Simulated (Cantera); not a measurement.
A Cantera script and its output.

```python
import numpy as np
import cantera as ct

gas = ct.Solution("gri30.yaml")
gas.TPX = 1125, 54000, {'N2O': 1, 'N2': 1.3}
reactor = ct.IdealGasConstPressureReactor(gas, energy="off", clone=False)
net = ct.ReactorNet([reactor])
net.rtol, net.atol = 1e-08, 1e-18
show = ['N2O', 'NO', 'O', 'N2', 'O2']
times = np.geomspace(7e-06, 1, 15)

steps = ct.SolutionArray(gas, extra=["t"])
rows = []
print(f"{'t/s':>10s}{'T/K':>9s}{'P/Pa':>11s}" + "".join(f"{s:>11s}" for s in show))
for t in times:
    while net.time < t:
        t_next = net.step()
        steps.append(gas.state, t=t_next)
    rows.append([np.interp(t, steps.t, y) for y in (steps.T, steps.P, *steps(*show).X.T)])
    print(f"{t:10.3e}{rows[-1][0]:9.1f}{rows[-1][1]:11.4g}" + "".join(f"{x:11.3e}" for x in rows[-1][2:]))
rate = np.gradient(steps.T, steps.t)
print("integrator steps:", len(steps.t))
if steps.T.max() > steps.T[0] + 200:
    print(f"time of steepest temperature rise: {steps.t[rate.argmax()]:.4e} s")
gas.TPX = 1125, 54000, {'N2O': 1, 'N2': 1.3}
gas.equilibrate("TP")
print(f"equilibrium (TP): T = {gas.T:.1f} K  " + "  ".join(f"{s} {gas[s].X[0]:.3e}" for s in show))
```

It prints:

```
       t/s      T/K       P/Pa        N2O         NO          O         N2         O2
 7.000e-06   1125.0    5.4e+04  4.348e-01  1.627e-09  9.674e-08  5.652e-01  9.803e-09
 1.634e-05   1125.0    5.4e+04  4.348e-01  8.109e-09  1.977e-07  5.652e-01  4.885e-08
 3.815e-05   1125.0    5.4e+04  4.348e-01  3.648e-08  3.471e-07  5.652e-01  2.198e-07
 8.907e-05   1125.0    5.4e+04  4.348e-01  1.369e-07  4.729e-07  5.652e-01  8.247e-07
 2.079e-04   1125.0    5.4e+04  4.348e-01  4.112e-07  5.064e-07  5.652e-01  2.477e-06
 4.854e-04   1125.0    5.4e+04  4.348e-01  1.063e-06  5.073e-07  5.652e-01  6.406e-06
 1.133e-03   1125.0    5.4e+04  4.347e-01  2.586e-06  5.073e-07  5.652e-01  1.558e-05
 2.646e-03   1125.0    5.4e+04  4.347e-01  6.140e-06  5.073e-07  5.653e-01  3.699e-05
 6.177e-03   1125.0    5.4e+04  4.346e-01  1.443e-05  5.073e-07  5.653e-01  8.697e-05
 1.442e-02   1125.0    5.4e+04  4.342e-01  3.377e-05  5.072e-07  5.655e-01  2.036e-04
 3.366e-02   1125.0    5.4e+04  4.335e-01  7.880e-05  5.071e-07  5.659e-01  4.754e-04
 7.859e-02   1125.0    5.4e+04  4.319e-01  1.833e-04  5.066e-07  5.668e-01  1.108e-03
 1.835e-01   1125.0    5.4e+04  4.280e-01  4.247e-04  5.053e-07  5.690e-01  2.571e-03
 4.283e-01   1125.0    5.4e+04  4.192e-01  9.750e-04  5.020e-07  5.739e-01  5.921e-03
 1.000e+00   1125.0    5.4e+04  3.995e-01  2.195e-03  4.941e-07  5.849e-01  1.339e-02
integrator steps: 570
equilibrium (TP): T = 1125.0 K  N2O 5.557e-09  NO 1.005e-04  O 2.671e-09  N2 8.214e-01  O2 1.785e-01
```

Computed with Cantera and GRI-Mech 3.0 (53 species, 325 reactions). GRI-Mech 3.0 was tuned for natural gas; its chemistry of N2O as a main component is partial and can be far from experiment. The mechanism lacks the step 2 NO + O2 → 2 NO2, which can matter for NO2 below about 1400 K. The temperature is held fixed by assumption; the heat of reaction is taken as removed at once.
